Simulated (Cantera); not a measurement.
**Thermodynamics of chemical vapour transport, feed Si + Br2 + H2**

Charge: 1 mol Si, a varied amount of Br2, 0.66 mol H2, equilibrated at 1423 K and 87.0 mbar.

These are equilibrium values from Cantera (NASA tables, ideal gas, pure condensed phases), not measurements of a reactor. Candidate condensed phases: Br2, Si; 19 gas species. The tables' values for SiBr3 are old estimates; treat these amounts as uncertain. The numbers say what is thermodynamically allowed, not how fast it happens.

```
n(Br2) (mol)   x H2   x HBr  x SiBr2   x SiBr3   x SiBr4  x SiHBr3      x Br  n Si(s)
------------  -----  ------  -------  --------  --------  --------  --------  -------
0.014         0.961  0.0354  0.00294   2.65e-5   5.98e-6   7.81e-6  0.000111    0.998
0.016         0.956  0.0396  0.00369   3.74e-5   9.46e-6   1.10e-5  0.000125    0.997
0.019         0.949  0.0456  0.00494   5.78e-5   1.69e-5   1.69e-5  0.000144    0.997
0.023         0.940  0.0531  0.00676   9.27e-5   3.17e-5   2.70e-5  0.000169    0.995
0.027         0.931  0.0602  0.00874  0.000136   5.31e-5   3.95e-5  0.000192    0.994
0.032         0.920  0.0683   0.0114  0.000203   9.03e-5   5.85e-5  0.000219    0.992
0.037         0.909  0.0758   0.0142  0.000283  0.000140   8.10e-5  0.000245    0.990
0.044         0.895  0.0855   0.0184  0.000415  0.000234  0.000118  0.000278    0.987
0.052         0.880  0.0954   0.0233  0.000593  0.000376  0.000167  0.000313    0.983
0.062         0.862   0.107   0.0296  0.000851  0.000609  0.000237  0.000353    0.977
0.073         0.843   0.117   0.0367   0.00117  0.000936  0.000324  0.000393    0.971
0.086         0.822   0.128   0.0452   0.00160   0.00141  0.000436  0.000436    0.964
0.1           0.802   0.139   0.0542   0.00210   0.00204  0.000566  0.000477    0.955
```
x: gas mole fraction; n: condensed amount in mol.

From 0.014 mol Br2 to 0.1 mol Br2 the condensed part is Si(s). The main Si-bearing gas is SiBr2 throughout. The share of Si in condensed phases is highest at 0.014 mol Br2 (99.8 %) and lowest at 0.1 mol Br2 (95.5 %).
